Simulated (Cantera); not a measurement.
Gas mixture: O2 = 0.17 (molar parts), at 0.00140 bar, frozen composition.

Cantera's kinetic-theory transport with the Lennard-Jones parameters of GRI-Mech 3.0, ideal gas; thermal conductivity in the multicomponent form.

D: mixture-averaged diffusion coefficient of that species in the mixture.

```tsv
T (K)	ρ (kg/m³)	cp (J/kg/K)	μ (µPa s)	λ (mW/m/K)	Pr	D (cm²/s) C2H2	D (cm²/s) N2	D (cm²/s) CO2
400	0.00135	941.4	?	33.9	0.712	203	250	191
650	0.000829	1017	?	51.6	0.710	474	573	449
900	0.000599	1074	?	67.7	0.709	826	989	785
1150	0.000469	1109	?	82.1	0.709	1250	1490	1190
1400	0.000385	1134	?	95.6	0.708	1730	2060	1650
1650	0.000327	1155	?	108	0.708	2280	2710	2170
1900	0.000284	1174	72.7	121	0.707	2880	3430	2750
2150	0.000251	1192	78.8	133	0.707	3540	4200	3370
2400	0.000224	1209	84.6	145	0.707	4250	5040	4050
```

### Question
What belongs in the gaps?

### Answer

- 400, μ (µPa s): 25.6
- 650, μ (µPa s): 36.0
- 900, μ (µPa s): 44.7
- 1150, μ (µPa s): 52.5
- 1400, μ (µPa s): 59.7
- 1650, μ (µPa s): 66.4
